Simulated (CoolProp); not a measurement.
Aqueous methanol as a coolant, 51 % by mass, freezing at -56.2 °C, 1 atm.

Computed with CoolProp (Melinder's fits for secondary coolants).

| T (°C) | Prandtl number | viscosity (mPa s) | conductivity (W/(m K)) | density (kg/m³) |
|---|---|---|---|---|
| -36.4 | 157 | 17.3 | 0.327 | 949.2 |
| -30 | 113 | 12.1 | (withheld) | 945.4 |
| -23.6 | 83.5 | 8.76 | 0.330 | 941.5 |
| -17.1 | 63.1 | 6.47 | 0.332 | 937.6 |
| -10.7 | 48.9 | 4.93 | 0.334 | 933.6 |
| -4.3 | 38.7 | 3.84 | 0.335 | (withheld) |
| 2.1 | 31.2 | 3.05 | 0.337 | 925.4 |
| 8.5 | 25.5 | (withheld) | 0.338 | 921.3 |
| 14.9 | 21.1 | 2.03 | 0.340 | 917.1 |
| 21.3 | 17.7 | 1.69 | 0.342 | 912.8 |
| 27.7 | 14.9 | 1.42 | (withheld) | (withheld) |
| 34.1 | (withheld) | 1.20 | 0.346 | 904.2 |

**Question.** What belongs in the gaps?

**Answer.** 
- -30, conductivity (W/(m K)): 0.329
- -4.3, density (kg/m³): 929.5
- 8.5, viscosity (mPa s): 2.47
- 27.7, conductivity (W/(m K)): 0.344
- 27.7, density (kg/m³): 908.5
- 34.1, Prandtl number: 12.6
